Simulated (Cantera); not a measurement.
A closed system holds: 1 mol MgO, 13 mol HCl, 0.83 mol O2, at 1373 K and 4.50 mbar.

Method: chemical equilibrium by Gibbs-energy minimisation in Cantera with the NASA 1993 tables (ideal gas, pure condensed phases). Candidate condensed phases: H2O, Mg, MgCl2, MgO, Mg(OH)2; 22 gas species. The numbers say what is thermodynamically allowed, not how fast it happens.

Base state: HCl 0.832, H2O 0.0523, O2 0.0468, Cl 0.0331, MgCl2 0.0264, Cl2 0.00934, OH 4.49e-5, ClO 1.41e-5 (mole fractions); condensed: MgO(s).

Question: What changes in the equilibrium state with this change: temperature from 1373 K to 1850 K?

Answer: 
| species | before | after |
|---|---|---|
| HCl | 0.832 | 0.645 |
| H2O | 0.0523 | 0.130 |
| Cl | 0.0331 | 0.124 |
| MgCl2 | 0.0264 | 0.0700 |
| O2 | 0.0468 | 0.0266 |
| MgCl | <1e-9 | 1.29e-5 |
| H | 5.13e-8 | 0.000255 |
| H2 | 1.07e-6 | 0.00101 |
| MgO(s), mol | 0.633 | 0 |
